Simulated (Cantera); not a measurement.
A Cantera script and what it prints.

```python
import numpy as np
import cantera as ct

gas_names = """
    H H2 N NH NH2 NH3 N2 N2H2 N2H4 Zr ZrN
""".split()
cond_names = """
    Zr(a) Zr(b) Zr(L) ZrN(s) ZrN(L)
""".split()


# ... load() reads the species with a 1 bar reference pressure and builds the phases ...
atoms = {
    'Zr': {'Zr': 1},
    'NH3': {'N': 1, 'H': 3},
    'H2': {'H': 2},
}
top_T = {}  # K; cautious upper limits of use, not melting points


# ... equilibrate(T, P, feed) seeds the gas with the atoms and calls Mixture.equilibrate('TP', solver="vcs", rtol=1e-11, max_steps=5000) ...
results = []
P = 1000  # Pa
for T in [2298, 2348, 2398, 2448, 2498, 2548, 2598, 2648, 2698]:
    for m in [8.2, 16, 30, 56, 110, 200, 390]:
        feed = {'Zr': 1, 'NH3': 1.2, 'H2': m}  # mol
        mix = equilibrate(T, P, feed)
        results.append((T, P, feed, dict(zip(mix.species_names, mix.species_moles))))

for T, P, feed, n in results:
    print(f"{T:7g} {feed['H2']:10.4g}  " + (" + ".join(c for c in cond_names if n.get(c, 0) > 1e-12) or "gas only"))
```

Result:

```
   2298        8.2  ZrN(s)
   2298         16  ZrN(s)
   2298         30  ZrN(s)
   2298         56  ZrN(s)
   2298        110  ZrN(s)
   2298        200  ZrN(s)
   2298        390  ZrN(s)
   2348        8.2  ZrN(s)
   2348         16  ZrN(s)
   2348         30  ZrN(s)
   2348         56  ZrN(s)
   2348        110  ZrN(s)
   2348        200  ZrN(s)
   2348        390  ZrN(s)
   2398        8.2  ZrN(s)
   2398         16  ZrN(s)
   2398         30  ZrN(s)
   2398         56  ZrN(s)
   2398        110  ZrN(s)
   2398        200  ZrN(s)
   2398        390  ZrN(s)
   2448        8.2  ZrN(s)
   2448         16  ZrN(s)
   2448         30  ZrN(s)
   2448         56  ZrN(s)
   2448        110  ZrN(s)
   2448        200  ZrN(s)
   2448        390  ZrN(s)
   2498        8.2  ZrN(s)
   2498         16  ZrN(s)
   2498         30  ZrN(s)
   2498         56  ZrN(s)
   2498        110  ZrN(s)
   2498        200  ZrN(s)
   2498        390  ZrN(s)
   2548        8.2  ZrN(s)
   2548         16  ZrN(s)
   2548         30  ZrN(s)
   2548         56  ZrN(s)
   2548        110  ZrN(s)
   2548        200  ZrN(s)
   2548        390  Zr(L) + ZrN(s)
   2598        8.2  ZrN(s)
   2598         16  ZrN(s)
   2598         30  ZrN(s)
   2598         56  ZrN(s)
   2598        110  ZrN(s)
   2598        200  Zr(L) + ZrN(s)
   2598        390  Zr(L) + ZrN(s)
   2648        8.2  ZrN(s)
   2648         16  ZrN(s)
   2648         30  ZrN(s)
   2648         56  ZrN(s)
   2648        110  Zr(L) + ZrN(s)
   2648        200  Zr(L) + ZrN(s)
   2648        390  Zr(L)
   2698        8.2  ZrN(s)
   2698         16  ZrN(s)
   2698         30  ZrN(s)
   2698         56  Zr(L) + ZrN(s)
   2698        110  Zr(L) + ZrN(s)
   2698        200  Zr(L)
   2698        390  gas only
```

These are equilibrium values from Cantera (NASA tables, ideal gas, pure condensed phases), not measurements of a reactor. Mutual solubility and eutectic melting of coexisting phases are not modelled. ZrN: taken at fixed stoichiometry. Condensed phases not in the tables: N, O or C dissolved in the metal.
